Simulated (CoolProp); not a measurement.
Vapour pressure (MPa) of dimethyl carbonate: the reference equation beside estimates from Tc = 557.0 K, pc = 4.909 MPa, ω = 0.346. Clausius-Clapeyron is anchored at 361.9 K with a constant enthalpy of vaporisation of 33.92 kJ/mol.

The numbers come from the reference Helmholtz-energy equation of state, Zhou 2011 in CoolProp.

| T (K) | reference | Clausius-Clapeyron | van der Waals | Redlich-Kwong | Soave-Redlich-Kwong | Peng-Robinson |
|---|---|---|---|---|---|---|
| 338.4 | 0.04278 | 0.04435 | 0.4581 | 0.1145 | 0.04139 | 0.04244 |
| 350.2 | 0.06561 | 0.06657 | 0.5557 | 0.1616 | 0.06400 | 0.06511 |
| 361.9 | 0.09702 | 0.09702 | 0.6653 | 0.2214 | 0.09537 | 0.09638 |
| 373.7 | 0.1398 | 0.1385 | 0.7896 | 0.2969 | 0.1384 | 0.1391 |
| 385.4 | 0.1956 | 0.1929 | 0.9272 | 0.3889 | 0.1950 | 0.1951 |
| 397.2 | 0.2682 | 0.2642 | 1.081 | 0.5010 | 0.2692 | 0.2682 |
| 408.9 | 0.3592 | 0.3545 | 1.249 | 0.6334 | 0.3627 | 0.3602 |
| 420.7 | 0.4734 | 0.4690 | 1.434 | 0.7902 | 0.4806 | 0.4761 |
| 432.4 | 0.6121 | 0.6097 | 1.635 | 0.9709 | 0.6245 | 0.6175 |
| 444.2 | 0.7813 | 0.7834 | 1.855 | 1.180 | 0.8007 | 0.7907 |
| 455.9 | 0.9820 | 0.9917 | 2.090 | 1.417 | 1.010 | 0.9967 |
| 467.6 | 1.220 | 1.241 | 2.343 | 1.684 | 1.258 | 1.241 |
| 479.4 | 1.501 | 1.538 | 2.617 | 1.987 | 1.552 | 1.531 |

Absolute difference from the reference over all 13 rows, mean and median: Clausius-Clapeyron 1.3 and 1.3 %, van der Waals 344.6 and 247.7 %, Redlich-Kwong 85.2 and 76.3 %, Soave-Redlich-Kwong 2.0 and 2.0 %, Peng-Robinson 0.9 and 0.8 %.
